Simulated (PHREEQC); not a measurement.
A solution holds 0.11 mol/kgw ZnCl2, 0.001 mol/kgw Na2SO4 and 0.00068 mol/kgw FeSO4, at 50 °C. Closed to the air; pH follows from the charge balance.

All values are PHREEQC results (ion-association model, wateq4f.dat), not measurements.

```yaml
pH: 4.84
ionic_strength: 0.262 mol/kgw
```

```json
[
 {"species": "Cl-", "molality": "0.183", "activity": "0.124", "log γ": "-0.168"},
 {"species": "Zn+2", "molality": "0.0761", "activity": "0.0219", "log γ": "-0.542"},
 {"species": "ZnCl+", "molality": "0.0294", "activity": "0.0202", "log γ": "-0.163"},
 {"species": "ZnCl2", "molality": "0.00271", "activity": "0.00288", "log γ": "0.026"},
 {"species": "Na+", "molality": "0.00200", "activity": "0.00144", "log γ": "-0.143"},
 {"species": "ZnSO4", "molality": "0.000981", "activity": "0.00104", "log γ": "0.026"},
 {"species": "SO4-2", "molality": "0.000680", "activity": "0.000170", "log γ": "-0.602"},
 {"species": "ZnCl3-", "molality": "0.000670", "activity": "0.000461", "log γ": "-0.163"},
 {"species": "Fe+2", "molality": "0.000629", "activity": "0.000181", "log γ": "-0.542"},
 {"species": "ZnCl4-2", "molality": "0.000134", "activity": "3.44e-5", "log γ": "-0.591"},
 {"species": "FeCl+", "molality": "4.35e-5", "activity": "3.10e-5", "log γ": "-0.148"},
 {"species": "H+", "molality": "1.84e-5", "activity": "1.44e-5", "log γ": "-0.108"},
 {"species": "ZnOH+", "molality": "1.31e-5", "activity": "9.55e-6", "log γ": "-0.139"},
 {"species": "FeSO4", "molality": "7.84e-6", "activity": "8.33e-6", "log γ": "0.026"},
 {"species": "ZnOHCl", "molality": "5.86e-6", "activity": "6.22e-6", "log γ": "0.026"}
]
```

No solid was allowed to form. At this temperature some constants are extrapolated from 25 °C, and those without enthalpy data are left unchanged.
